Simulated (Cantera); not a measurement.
A jet of 1.27 % H₂, 14.9 % O₂, 83.9 % N₂ at 300 K and 2900 Pa hits a platinum plate 4 cm away at a mass flux of 0.086 kg/m²/s; the plate temperature is set and raised in steps from an oxygen-covered start.

Detailed kinetics in Cantera: Deutschmann's 1995 Pt surface mechanism with GRI-Mech 3.0 gas chemistry. Catalytic surfaces can have several steady states; this one follows from the mechanism file's or the stated starting coverage.

x: mole fraction at the wall; θ: surface coverage.

| plate T (K) | wall x H₂ | wall x O₂ | wall x H₂O | wall x OH | θ free Pt | θ O* | θ OH* |
|---|---|---|---|---|---|---|---|
| 500 | 0.00423 | 0.139 | 0.0169 | <1e-8 | 0.0444 | 0.949 | ___ |
| 550 | 0.00421 | 0.139 | 0.0168 | <1e-8 | 0.0470 | 0.949 | ___ |
| 600 | 0.00420 | 0.139 | 0.0167 | <1e-8 | 0.0496 | 0.948 | ___ |
| 650 | 0.00414 | 0.139 | 0.0167 | <1e-8 | 0.0529 | 0.946 | ___ |
| 700 | 0.00383 | 0.139 | 0.0171 | <1e-8 | 0.0616 | 0.937 | ___ |

Problem. What belongs in the gaps?

Solution. 
- 500, θ OH*: 0.00607
- 550, θ OH*: 0.00347
- 600, θ OH*: 0.00216
- 650, θ OH*: 0.00146
- 700, θ OH*: 0.00110
